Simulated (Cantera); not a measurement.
Feed: 1 mol Si3N4, 0.48 mol N2, held at 2.93 Torr.

These are equilibrium values from Cantera (NASA tables, ideal gas, pure condensed phases), not measurements of a reactor. Candidate condensed phases: Si, Si3N4; 7 gas species. The tables' values for SiN are old estimates; treat these amounts as uncertain. Equilibrium is a limit: real reactors are often held back by kinetics, nucleation or transport. All values below are at 1602 °C.

Base state: N2 0.998, Si 0.00232, Si2N 7.70e-5, SiN 5.19e-5, Si2 1.74e-5 (mole fractions); condensed: Si(l).

Problem. What changes in the equilibrium state with this change: pressure from 2.93 Torr to 7.50 Torr?

Solution. 
```
species      before     after
----------  -------  --------
N2            0.998     0.999
Si          0.00232  0.000906
Si2N        7.70e-5   4.81e-5
Si2         1.74e-5   6.80e-6
SiN         5.19e-5   3.24e-5
Si(l), mol     2.99      3.00
```
